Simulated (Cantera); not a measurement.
An adiabatic, constant-pressure homogeneous reactor starts with H2 : O2 : N2 = 1 : 0.725 : 3.55 (molar parts), at 1125 K and 9.60 bar.

Model: the H2/O2 subset of GRI-Mech 3.0, which has no nitrogen chemistry, integrated in Cantera. The hydrogen kinetics of GRI-Mech 3.0 are dated; newer H2 mechanisms differ, most at raised pressure.

Problem. Predict: time of steepest temperature rise; temperature at 0.800 s; equilibrium temperature; x(H2) at 0.800 s; x(O2) at 0.800 s; x(H2O2) at 0.800 s; x(H2O) at 0.800 s; x(OH) at 0.800 s; x(O) at 0.800 s; x(H) at 0.800 s.

Solution. 
```
Item                                                                  Result
---------------------------------  -----------------------------------------
time of steepest temperature rise                                   0.621 ms
temperature at 0.800 s                                                2436 K
equilibrium temperature                                               2436 K
x(H2) at 0.800 s                     0.00134 (gas-phase equilibrium 0.00134)
x(O2) at 0.800 s                       0.0457 (gas-phase equilibrium 0.0457)
x(H2O2) at 0.800 s                   8.28e-7 (gas-phase equilibrium 8.28e-7)
x(H2O) at 0.800 s                        0.204 (gas-phase equilibrium 0.204)
x(OH) at 0.800 s                     0.00655 (gas-phase equilibrium 0.00655)
x(O) at 0.800 s                    0.000729 (gas-phase equilibrium 0.000729)
x(H) at 0.800 s                    0.000225 (gas-phase equilibrium 0.000225)
```
